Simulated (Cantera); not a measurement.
An isothermal, constant-pressure homogeneous reactor starts with H₂ : O₂ = 0.067 : 1 (molar parts), at 1250 K and 130 Pa.

Cantera simulation using GRI-Mech 3.0 (53 species, 325 reactions); the numbers are that mechanism's predictions, not measurements. Radical loss at walls, strong at low pressure, is not modelled. The temperature is held fixed by assumption; the heat of reaction is taken as removed at once.

x: mole fraction; the columns are a selection and need not sum to one.

```csv
t (s),x H₂,x O₂,x H₂O₂,x H₂O,x HO₂,x O
9.00e-6,0.0628,0.937,<1e-12,<1e-12,1.18e-10,1.46e-12
2.60e-5,0.0628,0.937,<1e-12,<1e-12,3.39e-10,1.17e-11
7.49e-5,0.0628,0.937,<1e-12,4.69e-12,9.79e-10,9.25e-11
0.000216,0.0628,0.937,<1e-12,9.93e-11,2.82e-9,6.80e-10
0.000624,0.0628,0.937,1.92e-12,…,…,…
0.00180,0.0628,0.937,1.58e-11,3.11e-8,2.35e-8,3.30e-8
0.00520,0.0628,0.937,1.30e-10,1.43e-6,6.79e-8,9.71e-7
0.0150,…,0.929,…,…,…,…
0.0433,0.00128,0.887,9.81e-9,0.0536,3.47e-7,0.0419
0.125,0.00125,0.888,9.80e-9,0.0538,3.46e-7,0.0411
0.360,0.00118,0.891,9.90e-9,0.0545,3.43e-7,0.0387
1.04,0.00102,0.898,1.01e-8,0.0562,3.34e-7,0.0327
3.00,0.000679,0.912,1.02e-8,0.0594,3.03e-7,0.0208
```

Question: What belongs in the gaps?

Answer: 
- 0.000624, x H₂O: 1.80e-9
- 0.000624, x HO₂: 8.15e-9
- 0.000624, x O: 4.46e-9
- 0.0150, x H₂: 0.0511
- 0.0150, x H₂O₂: 6.40e-9
- 0.0150, x H₂O: 0.00850
- 0.0150, x HO₂: 2.65e-7
- 0.0150, x O: 0.00542
